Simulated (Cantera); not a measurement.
Feed: 1 mol FeCl₃, 11 mol N₂, 0.88 mol HCl, at 1177 °C and 1.00 Torr.

These are equilibrium values from Cantera (NASA tables, ideal gas, pure condensed phases), not measurements of a reactor. Candidate condensed phases: Fe, FeCl₂, FeCl₃, NH₄Cl; 18 gas species. Rates play no part.

Base state: N₂ 0.796, FeCl₂ 0.0716, Cl 0.0650, HCl 0.0637, Cl₂ 0.00331, FeCl₃ 0.000690 (mole fractions); condensed: gas only.

Question: What changes in the equilibrium state with this change: pressure from 1.00 Torr to 0.00293 Torr?

Answer: 
| species | before | after |
|---|---|---|
| N₂ | 0.796 | 0.792 |
| Cl | 0.0650 | 0.0721 |
| FeCl₂ | 0.0716 | 0.0720 |
| Cl₂ | 0.00331 | 1.19e-5 |
| HCl | 0.0637 | 0.0634 |
| H | 5.35e-8 | 1.64e-5 |
| FeCl₃ | 0.000690 | 2.25e-6 |
| H₂ | 4.27e-8 | 1.18e-5 |
